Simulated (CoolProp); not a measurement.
Water at several states: fugacity coefficient from the reference equation and from simpler models built on Tc = 647.1 K, pc = 220.6 bar, ω = 0.344; each cubic takes its own stable root.

Model: reference Helmholtz-energy equation of state, Wagner 2002, in CoolProp.

```csv
T (K),p (bar),phase,reference,van der Waals,Redlich-Kwong,Soave-Redlich-Kwong,Peng-Robinson
746.8,0.807,gas,0.9993,0.9992,0.9992,0.9993,0.9991
492.3,6.68,gas,0.9707,0.9829,0.9779,0.9751,0.9736
698.4,3.09,gas,0.9965,0.9966,0.9962,0.9964,0.9959
942.6,305,supercritical,0.9015,0.8516,0.8651,0.9183,0.8913
427.4,0.387,gas,0.9970,0.9986,0.9981,0.9978,0.9977
544.1,130,liquid,0.3701,0.6553,0.4969,0.3931,0.3821
```
